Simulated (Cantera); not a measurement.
Silicon nitride deposition: trisilylamine + N2

Charge: 1 mol trisilylamine, a varied amount of N2, equilibrated at 1400 K and 0.165 Torr.

Method: chemical equilibrium by Gibbs-energy minimisation in Cantera with the NASA 1993 tables (ideal gas, pure condensed phases). Candidate condensed phases: Si, Si3N4; 18 gas species. The feed counts by its element totals alone. Mutual solubility and eutectic melting of coexisting phases are not modelled. Rates play no part.

| n(N2) (mol) | x H2 | x N2 | x H | x Si | n Si(s) | n Si3N4(s) |
|---|---|---|---|---|---|---|
| 0.98 | 0.974 | 0.0261 | 0.000324 | 3.74e-6 | 0.961 | 0.680 |
| 1.2 | 0.974 | 0.0261 | 0.000324 | 3.74e-6 | 0.631 | 0.790 |
| 1.5 | 0.974 | 0.0261 | 0.000324 | 3.74e-6 | 0.181 | 0.940 |
| 1.9 | 0.918 | 0.0816 | 0.000314 | 1.75e-6 | 0 | 1.000 |
| 2.4 | 0.833 | 0.167 | 0.000299 | 1.09e-6 | 0 | 1.000 |
| 3 | 0.750 | 0.250 | 0.000284 | 8.29e-7 | 0 | 1.000 |
| 3.7 | 0.671 | 0.328 | 0.000269 | 6.91e-7 | 0 | 1.000 |
| 4.6 | 0.592 | 0.408 | 0.000252 | 5.98e-7 | 0 | 1.000 |
| 5.8 | 0.511 | 0.489 | 0.000234 | 5.30e-7 | 0 | 1.000 |
x: gas mole fraction; n: condensed amount in mol.

From 0.98 mol N2 to 1.5 mol N2 the condensed part is Si(s) + Si3N4(s). From 1.9 mol N2 to 5.8 mol N2 the condensed part is Si3N4(s). The main Si-bearing gas is Si throughout.
